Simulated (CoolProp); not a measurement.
Aqueous potassium acetate as a coolant, at -7 °C, 1 atm.

The numbers come from the Melinder's fits for secondary coolants in CoolProp.

```csv
mass %,freezing point (°C),viscosity (mPa s),Prandtl number,density (kg/m³),cp (kJ/(kg K))
16.3,-8.4,3.43,24.4,1089,3.586
20.3,-11.5,3.84,27.0,1111,3.462
24.2,-15.3,4.36,30.3,1134,3.345
28.2,-20.4,5.05,34.7,1157,3.228
32.1,-26.6,5.96,40.3,1181,3.114
36.1,-34.1,7.20,47.9,1204,2.999
40.1,-42.3,8.82,57.9,1228,2.888
44,-50.2,10.8,69.9,1252,2.787
```
